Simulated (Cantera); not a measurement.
What does this Cantera script print?

```python
import numpy as np
import cantera as ct

gas = ct.Solution("SiF4_NH3_mec.yaml", "gas")
gas.TPX = 2125, 3400, {'NH3': 1, 'N2': 1.2}
reactor = ct.IdealGasConstPressureReactor(gas, energy="off", clone=False)
net = ct.ReactorNet([reactor])
net.rtol, net.atol = 1e-08, 1e-18
show = ['NH3', 'NH', 'N2H4', 'N2', 'H', 'N2H2']
times = np.geomspace(2e-06, 2, 10)

steps = ct.SolutionArray(gas, extra=["t"])
rows = []
print(f"{'t/s':>10s}{'T/K':>9s}{'P/Pa':>11s}" + "".join(f"{s:>11s}" for s in show))
for t in times:
    while net.time < t:
        t_next = net.step()
        steps.append(gas.state, t=t_next)
    rows.append([np.interp(t, steps.t, y) for y in (steps.T, steps.P, *steps(*show).X.T)])
    print(f"{t:10.3e}{rows[-1][0]:9.1f}{rows[-1][1]:11.4g}" + "".join(f"{x:11.3e}" for x in rows[-1][2:]))
rate = np.gradient(steps.T, steps.t)
print("integrator steps:", len(steps.t))
if steps.T.max() > steps.T[0] + 200:
    print(f"time of steepest temperature rise: {steps.t[rate.argmax()]:.4e} s")
gas.TPX = 2125, 3400, {'NH3': 1, 'N2': 1.2}
gas.equilibrate("TP")
print(f"equilibrium (TP): T = {gas.T:.1f} K  " + "  ".join(f"{s} {gas[s].X[0]:.3e}" for s in show))
```

It prints:

```
       t/s      T/K       P/Pa        NH3         NH       N2H4         N2          H       N2H2
 2.000e-06   2125.0       3400  4.545e-01  5.203e-12  5.499e-15  5.455e-01  7.778e-07  1.403e-13
 9.283e-06   2125.0       3400  4.545e-01  3.039e-10  4.293e-13  5.455e-01  1.293e-06  2.072e-11
 4.309e-05   2125.0       3400  4.545e-01  1.026e-08  1.406e-11  5.454e-01  1.315e-06  1.523e-09
 2.000e-04   2125.0       3400  4.543e-01  3.666e-07  3.269e-10  5.454e-01  1.351e-06  5.376e-08
 9.283e-04   2125.0       3400  4.531e-01  6.831e-06  6.427e-09  5.452e-01  2.526e-06  1.592e-06
 4.309e-03   2125.0       3400  4.454e-01  2.144e-05  2.553e-08  5.446e-01  1.647e-05  7.706e-06
 2.000e-02   2125.0       3400  4.080e-01  2.936e-05  1.766e-08  5.435e-01  6.859e-05  6.877e-06
 9.283e-02   2125.0       3400  2.777e-01  3.324e-05  7.999e-09  5.396e-01  2.508e-04  4.071e-06
 4.309e-01   2125.0       3400  6.553e-02  2.132e-05  9.792e-10  5.330e-01  8.122e-04  6.961e-07
 2.000e+00   2125.0       3400  8.851e-05  1.688e-06  9.830e-14  5.294e-01  6.992e-03  3.344e-10
integrator steps: 1370
equilibrium (TP): T = 2125.0 K  NH3 1.267e-07  NH 9.113e-09  N2H4 7.666e-19  N2 5.277e-01  H 1.343e-02  N2H2 5.156e-14
```

Computed with Cantera and the gas-phase N/H chemistry of the illustrative SiF4/NH3 mechanism in the Surface Chemkin manual (1991). Walls and surfaces, which speed up NH3 decomposition in real reactors, are not modelled.
